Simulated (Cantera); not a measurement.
Input: 1 mol BF3, 0.83 mol H2O, 83 mol H2, held at 2325 K and 250 Pa.

These are equilibrium values from Cantera (NASA tables, ideal gas, pure condensed phases), not measurements of a reactor. Candidate condensed phases: B, B2O3, B3O3H3, H2O; 43 gas species. The tables' values for BF2 are old estimates; treat these amounts as uncertain. The numbers say what is thermodynamically allowed, not how fast it happens.

**Question.** What is the equilibrium state?

**Answer.** 
| Quantity | Value |
|---|---|
| x(H2) | 0.771 |
| x(H) | 0.193 |
| x(HF) | 0.0246 |
| x(BOF) | 0.00493 |
| x(BO) | 0.00269 |
| x(BF) | 0.00183 |
| x(HBO) | 0.000976 |
| x(H2O) | 0.000101 |
| x(BF2) | 6.51e-5 |
| gas amount | 95.15 mol |
| log10 activity of B(s) (absent) | -3.32 |
